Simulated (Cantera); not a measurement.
An adiabatic, constant-pressure homogeneous reactor starts with 18.6 % CH3OH, 15.5 % O2, 58.3 % N2, 7.63 % CO2, at 1650 K and 1.00 atm.

Cantera simulation using GRI-Mech 3.0 (53 species, 325 reactions); the numbers are that mechanism's predictions, not measurements. GRI-Mech 3.0 was tuned for natural gas; its chemistry of methanol as a main component is partial and can be far from experiment.

Q: Predict: time of steepest temperature rise; temperature at 4.00 s; equilibrium temperature; x(O2) at 4.00 s; x(CO2) at 4.00 s; x(HO2) at 4.00 s.

A: 
- time of steepest temperature rise = 54.9 µs
- temperature at 4.00 s = 2634 K
- equilibrium temperature = 2634 K
- x(O2) at 4.00 s = 0.00141 (gas-phase equilibrium 0.00141)
- x(CO2) at 4.00 s = 0.0729 (gas-phase equilibrium 0.0729)
- x(HO2) at 4.00 s = 7.01e-7 (gas-phase equilibrium 7.01e-7)
